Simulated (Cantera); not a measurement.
A closed system holds: 1 mol S, 0.83 mol O2, equilibrated at 800 K and 0.100 bar.

Equilibrium computed with Cantera from the NASA thermochemical tables; the gas is ideal and each condensed phase is pure. Gases not in the tables: S3 to S7. Rates play no part.

```
species   before    after
-------  -------  -------
SO2        0.906    0.907
S2        0.0887   0.0915
S2O      0.00570  0.00198
S8       1.32e-5    <1e-9
```
Gas species are given as mole fractions.

### Question
Name the change that produced these shifts.
A) O2 from 0.83 to 0.13 mol
B) temperature from 800 K to 2325 K
C) pressure from 0.100 bar to 1.33 mbar
D) pressure from 0.100 bar to 4.60 bar

### Answer
C, pressure from 0.100 bar to 1.33 mbar
